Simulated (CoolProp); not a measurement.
Properties of C3F8 (R218) along the isobar 6.18 bar (Tc = 345.0 K, pc = 26.40 bar, ω = 0.317).

Values from CoolProp's reference Helmholtz-energy equation of state, Lemmon 2006. It is a short technical equation, of lower accuracy than the large ones.

```json
[
 {"T (K)": "289.8", "phase": "gas", "Z": "0.8287", "expansivity (1/kK)": "6.859", "viscosity (µPa s)": "11.9"},
 {"T (K)": "306.5", "phase": "gas", "Z": "?", "expansivity (1/kK)": "5.418", "viscosity (µPa s)": "12.7"},
 {"T (K)": "323.2", "phase": "gas", "Z": "?", "expansivity (1/kK)": "4.594", "viscosity (µPa s)": "13.5"},
 {"T (K)": "339.9", "phase": "gas", "Z": "0.9129", "expansivity (1/kK)": "4.047", "viscosity (µPa s)": "14.2"},
 {"T (K)": "356.6", "phase": "gas", "Z": "0.9277", "expansivity (1/kK)": "3.651", "viscosity (µPa s)": "14.9"},
 {"T (K)": "373.3", "phase": "gas", "Z": "0.9395", "expansivity (1/kK)": "3.346", "viscosity (µPa s)": "?"},
 {"T (K)": "389.9", "phase": "gas", "Z": "0.9488", "expansivity (1/kK)": "3.102", "viscosity (µPa s)": "16.3"},
 {"T (K)": "406.6", "phase": "gas", "Z": "0.9566", "expansivity (1/kK)": "2.899", "viscosity (µPa s)": "?"},
 {"T (K)": "423.3", "phase": "gas", "Z": "0.9630", "expansivity (1/kK)": "2.727", "viscosity (µPa s)": "17.7"},
 {"T (K)": "440", "phase": "gas", "Z": "0.9684", "expansivity (1/kK)": "2.579", "viscosity (µPa s)": "18.3"}
]
```

**Question.** What belongs in the gaps?

**Answer.** 
- 306.5, Z: 0.8670
- 323.2, Z: 0.8934
- 373.3, viscosity (µPa s): 15.6
- 406.6, viscosity (µPa s): 17.0

Viscosity comes from a separate model (Huber 2003), an estimate that may be off by 10 % or more.
